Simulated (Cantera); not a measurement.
Charge: 1 mol toluene, 0.27 mol NH3, 0.12 mol O2, at 1600 °C and 1 atm.

Cantera equilibrium calculation (NASA polynomials, part measured and part estimated; ideal gas, pure solids and liquids). Candidate condensed phases: C, C6H6, C7H8, C8H18, H2O; 136 gas species. Rates play no part.

Base state: H2 0.919, CO 0.0502, N2 0.0275, HCN 0.00138, H 0.000616, CH4 0.000522, C2H2 (acetylene) 0.000287, HNC 6.11e-5 (mole fractions); condensed: C(graphite).

### Question
What changes in the equilibrium state with this change: temperature from 1600 °C to 425 °C?

### Answer
```tsv
species	before	after
CH4	0.000522	0.609
H2	0.919	0.260
H2O	9.42e-6	0.0803
CO	0.0502	0.000665
N2	0.0275	0.0476
HCN	0.00138	<1e-9
H	0.000616	<1e-9
C2H2 (acetylene)	0.000287	<1e-9
HNC	6.11e-5	<1e-9
CO2	1.25e-7	0.00197
C(graphite), mol	6.75	5.27
```

### Question
What changes in the equilibrium state with this change: pressure from 1 atm to 1.33 mbar?

### Answer
```
species             before     after
----------------  --------  --------
H2                   0.919     0.904
CO                  0.0502    0.0498
N2                  0.0275    0.0273
H                 0.000616    0.0168
CH4               0.000522   6.64e-7
C2H2 (acetylene)  0.000287  0.000283
HNC                6.11e-5   6.04e-5
HCN                0.00138   0.00136
C(graphite), mol      6.75      6.75
```
